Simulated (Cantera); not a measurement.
## Premixed flame

A freely propagating, adiabatic, planar premixed flame of CH4 : O2 : N2 : H2O = 1 : 1.54 : 5.78 : 0.29 (molar parts), equivalence ratio 1.3, unburnt at 500 K and 0.133 bar; mixture-averaged transport, grid criteria slope 0.08 and curve 0.16, no radiation.

Computed with Cantera and GRI-Mech 3.0 (53 species, 325 reactions). Burning velocities carry a grid error of a few per cent, more on coarse grids.

```csv
z (mm),T (K),u (m/s),x CH4,x O2,x H2O,x CH2,x H,x NO
-7.34,500,0.998,0.116,0.179,0.0336,<1e-8,<1e-8,<1e-8
-4.89,502,1.00,0.115,0.178,0.0337,<1e-8,<1e-8,<1e-8
-3.67,510,1.03,0.114,0.176,0.0345,<1e-8,2.47e-7,1.94e-8
-2.45,587,1.20,0.108,0.170,0.0425,<1e-8,1.52e-5,2.75e-7
-1.22,1023,2.13,0.0741,0.134,0.0867,7.23e-7,0.000365,2.69e-6
-0.612,1413,2.99,0.0399,0.0912,0.129,1.79e-5,0.00156,6.19e-6
0,1752,3.75,0.0109,0.0456,0.168,8.20e-5,0.00513,1.26e-5
0.612,1911,4.10,0.00134,0.0184,0.189,4.97e-5,0.00981,2.22e-5
1.22,1951,4.18,0.000102,0.00788,0.196,7.55e-6,0.0129,3.11e-5
2.45,1967,4.20,5.61e-7,0.00325,0.196,7.38e-8,0.0146,4.01e-5
4.89,1978,4.21,<1e-8,0.00246,0.194,<1e-8,0.0145,4.49e-5
9.79,1991,4.24,<1e-8,0.00219,0.195,<1e-8,0.0136,4.70e-5
19.6,2011,4.27,<1e-8,0.00182,0.196,<1e-8,0.0120,4.94e-5
```
x: mole fraction of selected species; z is measured from the peak of heat release.

```
Property                     Result
------------------------  ---------
laminar burning velocity  99.6 cm/s
thermal thickness           2.45 mm
peak x(CH2)                 8.66e-5
peak x(H)                    0.0147
grid points                     160
```
